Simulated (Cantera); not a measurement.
N2O furnace oxynitridation

A perfectly stirred reactor is fed with 13.3 % N₂O, 86.7 % N₂, at 1.00 atm; it is held at 1523 K, and followed from long to short residence time.

Computed with Cantera and GRI-Mech 3.0 (53 species, 325 reactions). GRI-Mech 3.0 was tuned for natural gas; its chemistry of N2O as a main component is partial and can be far from experiment. The temperature is held fixed by assumption; the heat of reaction is taken as removed at once.

```json
[
 {"τ (s)": "7.3", "x N₂O": "0.000432", "x O": "8.17e-6", "x O₂": "0.0595", "x NO₂": "2.80e-5", "x N₂": "0.934"},
 {"τ (s)": "2.7", "x N₂O": "0.00111", "x O": "1.23e-5", "x O₂": "0.0579", "x NO₂": "4.35e-5", "x N₂": "0.933"},
 {"τ (s)": "0.97", "x N₂O": "0.00286", "x O": "1.88e-5", "x O₂": "0.0554", "x NO₂": "6.53e-5", "x N₂": "0.930"},
 {"τ (s)": "0.35", "x N₂O": "0.00704", "x O": "2.82e-5", "x O₂": "0.0515", "x NO₂": "9.05e-5", "x N₂": "0.926"},
 {"τ (s)": "0.13", "x N₂O": "0.0159", "x O": "4.03e-5", "x O₂": "0.0458", "x NO₂": "0.000111", "x N₂": "0.920"},
 {"τ (s)": "0.047", "x N₂O": "0.0335", "x O": "5.47e-5", "x O₂": "0.0372", "x NO₂": "0.000116", "x N₂": "0.910"},
 {"τ (s)": "0.017", "x N₂O": "0.0612", "x O": "6.79e-5", "x O₂": "0.0259", "x NO₂": "9.48e-5", "x N₂": "0.897"},
 {"τ (s)": "0.0063", "x N₂O": "0.0912", "x O": "7.66e-5", "x O₂": "0.0148", "x NO₂": "5.74e-5", "x N₂": "0.884"},
 {"τ (s)": "0.0023", "x N₂O": "0.114", "x O": "8.10e-5", "x O₂": "0.00683", "x NO₂": "2.54e-5", "x N₂": "0.875"},
 {"τ (s)": "0.00083", "x N₂O": "0.125", "x O": "8.19e-5", "x O₂": "0.00271", "x NO₂": "8.32e-6", "x N₂": "0.870"},
 {"τ (s)": "0.00030", "x N₂O": "0.130", "x O": "7.97e-5", "x O₂": "0.000984", "x NO₂": "1.97e-6", "x N₂": "0.868"}
]
```
x: mole fraction; the columns are a selection and need not sum to one.
